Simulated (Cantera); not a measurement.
Charge: 1 mol Si3N4, 1.5 mol CO2, 4 mol H2, at 11.0 mbar.

Equilibrium computed with Cantera from the NASA thermochemical tables; the gas is ideal and each condensed phase is pure. Candidate condensed phases: C, C6H6, C7H8, C8H18, H2O, Si, SiC, SiO2, Si2N2O, Si3N4; 151 gas species. Mutual solubility and eutectic melting of coexisting phases are not modelled. Rates play no part. All values below are at 1377 °C.

Base state: H2 0.647, CO 0.235, N2 0.0954, SiO 0.0219, H 0.000696, HCN 0.000132 (mole fractions); condensed: SiC(s) + Si2N2O(s).

What changes in the equilibrium state with this change: Si3N4 replaced by Si?


```tsv
species	before	after
H2	0.647	0.666
CO	0.235	0.250
SiO	0.0219	0.0834
N2	0.0954	0
HCN	0.000132	0
H2O	5.58e-6	6.35e-5
SiC(s), mol	0.0446	0
Si2N2O(s), mol	1.41	0
SiO2(β-quartz), mol	0	0.500
```
The tables hold silica as quartz up to 1696 K and as liquid above; real silica turns to tridymite and cristobalite and melts near 1996 K.
